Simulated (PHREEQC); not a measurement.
Dissolve 37 mmol/kgw HF, 7.2 mmol/kgw NH4HF2, 1.9 mmol/kgw (NH4)2SiF6 and 0.4 mmol/kgw H2SO4 at 25 °C. Closed to the air; pH follows from the charge balance.

All values are PHREEQC results (ion-association model, wateq4f.dat), not measurements.

Each row changes one thing in this solution. No solid was allowed to form.

```csv
case,pH,ionic strength (mol/kgw),HF (mol/kgw),F- (mol/kgw),H2F2 (mol/kgw),HF2- (mol/kgw),SI of Quartz (SiO2)
as made,2.52,0.0165,0.0343,0.00868,0.00307,0.00115,-6.34
H2SO4 left out,2.55,0.0160,0.0339,0.00915,0.00300,0.00119,-6.37
temperature from 25 to 20 °C,2.50,0.0167,0.0334,0.00887,0.00348,0.00109,-6.60
NH4HF2 from 0.0072 to 0.0036 mol/kgw,2.42,0.0138,0.0313,0.00628,0.00256,0.000757,-5.90
NH4HF2 from 0.0072 to 0.00072 mol/kgw,2.33,0.0118,0.0285,0.00461,0.00213,0.000507,-5.46
```

Species that the database lacks are ignored. wateq4f.dat counts part of the HF as a dimer, H2F2, which phreeqc.dat doesn't know; its constant is uncertain. SiF6-2 is the database's only silicon fluoride.
